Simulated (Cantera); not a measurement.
A closed system holds: 1 mol B2O3, 22 mol HCl, 0.58 mol H2, equilibrated at 0.190 bar.

Method: chemical equilibrium by Gibbs-energy minimisation in Cantera with the NASA 1993 tables (ideal gas, pure condensed phases). Candidate condensed phases: B, B2O3, B3O3H3, H2O; 33 gas species. Gases not in the tables: H3BO3, BHCl2. Kinetics and transport are ignored.

At 1200 K, list the 6 most abundant gas species with their mole fractions, and the condensed phases.

HCl 0.973, H2 0.0257, H2O 0.000669, BCl3 0.000360, B3O3Cl3 0.000100, HBO2 4.94e-5. Condensed: B2O3(l).
